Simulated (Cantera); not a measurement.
Input: 1 mol Fe2O3, 1.4 mol CH4, 0.17 mol CO.

Cantera equilibrium calculation (NASA polynomials, part measured and part estimated; ideal gas, pure solids and liquids). Candidate condensed phases: C, C6H6, C7H8, C8H18, Fe, Fe(CO)5, FeO, Fe(OH)2, Fe(OH)3, Fe2O3, Fe3O4, H2O; 114 gas species. Each liquid is taken as pure. Mutual solubility and eutectic melting of coexisting phases are not modelled. The tables' stoichiometric FeO is somewhat more stable than real wüstite, so its field is too wide. FeO: taken at fixed stoichiometry. Condensed phases not in the tables: cementite and carbon dissolved in iron. Rates play no part.

Stable condensed phases, one row left out:

```
T in K \ P in Pa
              10      32     100     320    1000    3200   10000   32000  100000  320000 1000000
   2073        A       A       A       B       C       C       C       C       C       C       C
   1873        A       B       C       C       C       C       C       C       C       C       C
   1773        C       C       C       C       C       C       C       C       C       C       C
   1673        C       C       C       C       C       C       C       C       C       C       C
   1573        C       C       C       C       C       C       C       C       C       C       C
   1473        C       C       C       C       C       C       C       C       C       C       C
   1373        C       C       C       C       C       C       C       C       C       C       C
   1273        C       C       C       C       C       C       C       C       C       C       C
   1173        C       C       C       C       C       C       C       C       C       C       C
   1073        C       C       C       C       C       C       C       C       C       C       D
    973        C       C       C       C       C       C       C       C       E       D       D
```

A: gas only; B: FeO; C: Fe + FeO; D: C + FeO; E: C + Fe + FeO.

Question: Give the row for 1973 K.

Answer: 10: gas only; 32: gas only; 100: FeO; 320: Fe + FeO; 1000: Fe + FeO; 3200: Fe + FeO; 10000: Fe + FeO; 32000: Fe + FeO; 100000: Fe + FeO; 320000: Fe + FeO; 1000000: Fe + FeO.
